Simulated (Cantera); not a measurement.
Input (Python, Cantera):

```python
import numpy as np
import cantera as ct

gas = ct.Solution("h2o2.yaml")
gas.TPX = 1098, 2900, {'H2': 0.0073, 'O2': 1, 'N2': 0.31, 'H2O': 0.04}
inlet = ct.Reservoir(gas, clone=True)

reactor = ct.IdealGasConstPressureReactor(gas, energy="off", clone=False)
exhaust = ct.Reservoir(gas, clone=True)
tau = [5.1, 2, 0.79, 0.31, 0.12, 0.048, 0.019, 0.0075, 0.003, 0.0012][0]
for a, b in ((inlet, reactor), (reactor, exhaust)):
    ct.MassFlowController(a, b, mdot=lambda t: reactor.mass / tau)
net = ct.ReactorNet([reactor])
show = ['H2', 'O2', 'H2O2', 'HO2', 'H', 'OH']

rows = []
print(f"{'tau/s':>10s}{'T/K':>9s}" + "".join(f"{s:>11s}" for s in show))
for tau in [5.1, 2, 0.79, 0.31, 0.12, 0.048, 0.019, 0.0075, 0.003, 0.0012]:
    net.initial_time = 0.0
    net.advance(30 * tau)
    before = gas.X
    net.advance(40 * tau)
    drift = np.max(np.abs(gas.X - before) / (gas.X + 1e-9))
    rows.append([gas.T, *gas[show].X, drift])
    print(f"{tau:10.3e}{gas.T:9.1f}" + "".join(f"{x:11.3e}" for x in gas[show].X))
```

Result:

```
     tau/s      T/K         H2         O2       H2O2        HO2          H         OH
 5.100e+00   1098.0  1.842e-05  7.359e-01  4.434e-08  4.492e-07  1.235e-06  1.001e-04
 2.000e+00   1098.0  3.305e-05  7.359e-01  5.845e-08  7.038e-07  3.099e-06  1.364e-04
 7.900e-01   1098.0  5.845e-05  7.358e-01  7.426e-08  1.059e-06  7.611e-06  1.850e-04
 3.100e-01   1098.0  1.029e-04  7.356e-01  9.153e-08  1.535e-06  1.833e-05  2.507e-04
 1.200e-01   1098.0  1.815e-04  7.353e-01  1.101e-07  2.138e-06  4.266e-05  3.386e-04
 4.800e-02   1098.0  3.149e-04  7.348e-01  1.294e-07  2.806e-06  8.932e-05  4.456e-04
 1.900e-02   1098.0  5.582e-04  7.343e-01  1.513e-07  3.497e-06  1.663e-04  5.719e-04
 7.500e-03   1098.0  1.019e-03  7.340e-01  1.753e-07  4.094e-06  2.549e-04  6.970e-04
 3.000e-03   1098.0  1.894e-03  7.342e-01  1.878e-07  4.398e-06  2.865e-04  7.584e-04
 1.200e-03   1098.0  3.501e-03  7.352e-01  1.259e-07  3.970e-06  1.699e-04  5.819e-04
```

Model: the H2/O2 subset of GRI-Mech 3.0, which has no nitrogen chemistry, integrated in Cantera. Radical loss at walls, strong at low pressure, is not modelled.
